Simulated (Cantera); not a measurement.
Standard-state values (1 bar) from the NASA 1993 polynomials, evaluated with Cantera. Values are per mole of reaction as written; species without (g) are pure solids or liquids, kept so even where they would boil at 1 bar.

N2O(g) + CaO → Ca + 2 NO(g)

```
T (K)  ΔH° (kJ)  ΔS° (J/K)  ΔG° (kJ)  log10 K  condensed phases
-----  --------  ---------  --------  -------  ----------------
798       734.7      203.5     572.3   -37.46     CaO(s), Ca(s)
948       733.3      201.9     541.9   -29.86     CaO(s), Ca(s)
1098      732.1      200.7     511.7   -24.34     CaO(s), Ca(s)
1248      740.0      207.8     480.6   -20.12     CaO(s), Ca(l)
1398      739.2      207.2     449.5   -16.80     CaO(s), Ca(l)
1548        [?]        [?]       [?]      [?]     CaO(s), Ca(l)
1698      737.4      206.1     387.5   -11.92     CaO(s), Ca(l)
1848      736.3      205.4     356.7   -10.08     CaO(s), Ca(l)
1998        [?]        [?]       [?]      [?]     CaO(s), Ca(l)
```

Some entries are withheld; supply them.


- 1548, ΔH° (kJ): 738.4
- 1548, ΔS° (J/K): 206.7
- 1548, ΔG° (kJ): 418.5
- 1548, log10 K: -14.12
- 1998, ΔH° (kJ): 735.1
- 1998, ΔS° (J/K): 204.8
- 1998, ΔG° (kJ): 325.9
- 1998, log10 K: -8.52
